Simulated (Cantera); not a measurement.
**Sublimation and decomposition of ceramics: Al₂O₃ + N₂**

A closed system holds: 1 mol Al₂O₃, 0.45 mol N₂, equilibrated at 0.00133 bar.

Cantera equilibrium calculation (NASA polynomials, part measured and part estimated; ideal gas, pure solids and liquids). Candidate condensed phases: Al, AlN, Al₂O₃; 16 gas species. Equilibrium is a limit: real reactors are often held back by kinetics, nucleation or transport.

From 1623 K to 2223 K the condensed part is Al₂O₃(s). From 2373 K to 2823 K the condensed part is Al₂O₃(l).

```csv
T (K),x N₂,x O,x Al,x AlO,x Al₂O,x O₂,n Al₂O₃(s),n Al₂O₃(l)
1623,1.00,4.31e-10,3.05e-9,5.70e-11,1.17e-11,<1e-12,1.00,0
1773,1.00,2.82e-8,8.47e-8,4.02e-9,7.72e-10,1.20e-10,1.00,0
1923,1.000,9.21e-7,1.47e-6,1.47e-7,2.82e-8,8.63e-9,1.00,0
2073,1.000,1.72e-5,1.82e-5,3.27e-6,6.69e-7,2.98e-7,1.000,0
2223,0.999,0.000208,0.000168,4.83e-5,1.10e-5,5.89e-6,1.000,0
2373,0.996,0.00175,0.00119,0.000488,0.000122,7.23e-5,0,1.000
2523,0.977,0.0106,0.00642,0.00340,0.000899,0.000572,0,0.997
2673,0.887,0.0521,0.0288,0.0189,0.00523,0.00349,0,0.985
2823,0.538,0.214,0.109,0.0864,0.0247,0.0173,0,0.897
```
x: gas mole fraction; n: condensed amount in mol.
